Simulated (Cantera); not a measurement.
An isothermal, constant-pressure homogeneous reactor starts with C2H6 : H2 = 1 : 1.1 (molar parts), at 1650 K and 443 Torr.

Model: GRI-Mech 3.0 (53 species, 325 reactions), integrated in Cantera. GRI-Mech 3.0 stops at C3 and has no aromatics, soot or wall deposition, so with more carbon than oxygen in the feed, carbon stays in small species such as C2H2 where larger ones or solid carbon would form.

x: mole fraction; the columns are a selection and need not sum to one.

```csv
t (s),x C2H6,x H2,x CH4,x H,x C2H2,x CH2
2.00e-6,0.456,0.522,0.00545,0.000275,3.28e-6,?
1.55e-5,0.234,0.530,0.0990,0.000619,0.00433,?
0.000120,0.00761,0.557,0.208,0.000308,0.0662,?
0.000928,0.000176,0.592,0.195,6.94e-5,0.135,?
0.00719,0.000106,0.625,0.173,7.30e-5,0.193,?
0.0557,5.43e-5,0.666,0.118,8.15e-5,0.209,?
0.431,1.14e-5,0.723,0.0414,9.93e-5,0.228,?
3.34,9.37e-6,0.729,0.0343,0.000102,0.230,1.33e-8
25.8,9.37e-6,0.729,0.0343,0.000102,0.230,1.33e-8
200,9.37e-6,0.729,0.0343,0.000102,0.230,1.33e-8
```

Q: Fill in the missing entries.

A: 
- 2.00e-6, x CH2: 3.00e-6
- 1.55e-5, x CH2: 8.40e-6
- 0.000120, x CH2: 8.68e-7
- 0.000928, x CH2: 4.94e-8
- 0.00719, x CH2: 4.24e-8
- 0.0557, x CH2: 3.26e-8
- 0.431, x CH2: 1.54e-8
